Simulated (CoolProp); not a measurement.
Vapour-liquid equilibrium of toluene (1) + n-dodecane (2) at 529.7 K; x and y are mole fractions of (1).

Values from CoolProp's multi-fluid Helmholtz-energy mixture model, Lemmon 2006 and Lemmon 2004; pair parameters Bell 2016.

```json
[
 {"x": "0.05", "bubble pressure, mixture model (MPa)": "0.2896", "bubble pressure, Raoult's law (MPa)": "0.3218", "y, mixture model": "0.184", "y, Raoult's law": "0.285"},
 {"x": "0.15", "bubble pressure, mixture model (MPa)": "0.3986", "bubble pressure, Raoult's law (MPa)": "0.4812", "y, mixture model": "0.444", "y, Raoult's law": "0.572"},
 {"x": "0.25", "bubble pressure, mixture model (MPa)": "0.5239", "bubble pressure, Raoult's law (MPa)": "0.6407", "y, mixture model": "0.609", "y, Raoult's law": "0.717"},
 {"x": "0.35", "bubble pressure, mixture model (MPa)": "0.6624", "bubble pressure, Raoult's law (MPa)": "0.8001", "y, mixture model": "0.719", "y, Raoult's law": "0.803"},
 {"x": "0.45", "bubble pressure, mixture model (MPa)": "0.8121", "bubble pressure, Raoult's law (MPa)": "0.9596", "y, mixture model": "0.796", "y, Raoult's law": "0.861"},
 {"x": "0.55", "bubble pressure, mixture model (MPa)": "0.9719", "bubble pressure, Raoult's law (MPa)": "1.119", "y, mixture model": "0.852", "y, Raoult's law": "0.903"},
 {"x": "0.65", "bubble pressure, mixture model (MPa)": "1.142", "bubble pressure, Raoult's law (MPa)": "1.278", "y, mixture model": "0.896", "y, Raoult's law": "0.934"},
 {"x": "0.75", "bubble pressure, mixture model (MPa)": "1.323", "bubble pressure, Raoult's law (MPa)": "1.438", "y, mixture model": "0.931", "y, Raoult's law": "0.958"},
 {"x": "0.85", "bubble pressure, mixture model (MPa)": "1.517", "bubble pressure, Raoult's law (MPa)": "1.597", "y, mixture model": "0.961", "y, Raoult's law": "0.977"},
 {"x": "0.95", "bubble pressure, mixture model (MPa)": "1.726", "bubble pressure, Raoult's law (MPa)": "1.757", "y, mixture model": "0.988", "y, Raoult's law": "0.993"}
]
```

The largest gap from Raoult's law is -18.2 % in bubble pressure, at x = 0.25. No azeotrope shows between x = 0.05 and 0.95.

Pair parameters are fitted to limited data, so mixtures are less certain than the pure fluids.
